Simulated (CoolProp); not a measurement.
Saturation properties of nitrogen (Tc = 126.2 K, pc = 3396 kPa, ω = 0.037).

The numbers come from the reference Helmholtz-energy equation of state, Span 2000 in CoolProp.

```json
[
 {"T (K)": "96.4", "p (kPa)": "600.9", "liquid density (kg/m³)": "710.4", "liquid conductivity (mW/(m K))": "107"},
 {"T (K)": "98.3", "p (kPa)": "690.4", "liquid density (kg/m³)": "699.5", "liquid conductivity (mW/(m K))": "103"},
 {"T (K)": "100.3", "p (kPa)": "794.6", "liquid density (kg/m³)": "687.5", "liquid conductivity (mW/(m K))": "99.5"},
 {"T (K)": "102.2", "p (kPa)": "903.6", "liquid density (kg/m³)": "675.8", "liquid conductivity (mW/(m K))": "95.8"},
 {"T (K)": "104.2", "p (kPa)": "1030", "liquid density (kg/m³)": "662.9", "liquid conductivity (mW/(m K))": "91.8"},
 {"T (K)": "106.2", "p (kPa)": "1168", "liquid density (kg/m³)": "649.3", "liquid conductivity (mW/(m K))": "87.9"},
 {"T (K)": "108.1", "p (kPa)": "1311", "liquid density (kg/m³)": "635.8", "liquid conductivity (mW/(m K))": "84.2"},
 {"T (K)": "110.1", "p (kPa)": "1474", "liquid density (kg/m³)": "620.7", "liquid conductivity (mW/(m K))": "80.2"},
 {"T (K)": "112", "p (kPa)": "1643", "liquid density (kg/m³)": "605.4", "liquid conductivity (mW/(m K))": "76.5"},
 {"T (K)": "114", "p (kPa)": "1835", "liquid density (kg/m³)": "588.0", "liquid conductivity (mW/(m K))": "72.6"},
 {"T (K)": "115.9", "p (kPa)": "2032", "liquid density (kg/m³)": "570.0", "liquid conductivity (mW/(m K))": "68.9"},
 {"T (K)": "117.9", "p (kPa)": "2256", "liquid density (kg/m³)": "548.9", "liquid conductivity (mW/(m K))": "65.0"},
 {"T (K)": "119.8", "p (kPa)": "2485", "liquid density (kg/m³)": "526.0", "liquid conductivity (mW/(m K))": "61.4"},
 {"T (K)": "121.8", "p (kPa)": "2746", "liquid density (kg/m³)": "497.2", "liquid conductivity (mW/(m K))": "57.8"}
]
```

It boils at 77.4 K under 1 atm.

Thermal conductivity comes from a separate model (Lemmon 2004).
